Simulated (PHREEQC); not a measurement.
Sulfide liquor: an equilibrium model

Make-up at 85 °C: 2 mmol/kgw NaHS, 2.2 mmol/kgw NaHCO3 and 0.23 mmol/kgw ZnCl2. Closed to the air; pH follows from the charge balance.

Equilibrium calculation in PHREEQC: ion-association model, phreeqc.dat.

The pH is 8.06. The ionic strength comes out as 0.00420 mol/kgw and the specific conductance is 1130 µS/cm. The total alkalinity is 4.20 meq/kg.

```json
[
 {"species": "Na+", "molality": "0.00418", "activity": "0.00386", "log γ": "-0.034"},
 {"species": "HCO3-", "molality": "0.00212", "activity": "0.00196", "log γ": "-0.034"},
 {"species": "HS-", "molality": "0.00149", "activity": "0.00138", "log γ": "-0.035"},
 {"species": "Cl-", "molality": "0.000460", "activity": "0.000425", "log γ": "-0.035"},
 {"species": "Zn(HS)2", "molality": "0.000225", "activity": "0.000225", "log γ": "0.000"},
 {"species": "H2S", "molality": "4.07e-5", "activity": "4.08e-5", "log γ": "0.000"},
 {"species": "OH-", "molality": "3.98e-5", "activity": "3.67e-5", "log γ": "-0.035"},
 {"species": "CO2", "molality": "3.89e-5", "activity": "3.89e-5", "log γ": "0.000"},
 {"species": "CO3-2", "molality": "2.28e-5", "activity": "1.67e-5", "log γ": "-0.134"},
 {"species": "NaCO3-", "molality": "1.62e-5", "activity": "1.50e-5", "log γ": "-0.034"}
]
```

Precipitation was switched off in this run. The solution is supersaturated, for example in Sphalerite (slow to form), so a real one may precipitate; this is no full list. Species that the database lacks are ignored. At this temperature some constants are extrapolated from 25 °C, and those without enthalpy data are left unchanged.
